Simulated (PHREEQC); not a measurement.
Consider water at 25 °C with 2.5 mol NaBr, 1.1 mol KCl and 1.6 mol KBr per kg of water. It is in equilibrium with CO2 at log p = -1 (atm). Otherwise closed; pH follows from the charge balance.

All values are PHREEQC results (Pitzer model, pitzer.dat), not measurements.

Precipitation was switched off in this run.

Estimate the pH, density, activity of water.

pH 3.92; density 1.311 g/cm³; activity of water 0.811.

In which forms is C present?

CO2 98 %, HCO3- 1.9 % of the C.

In brines, pH and single-ion activities rest on the MacInnes convention.
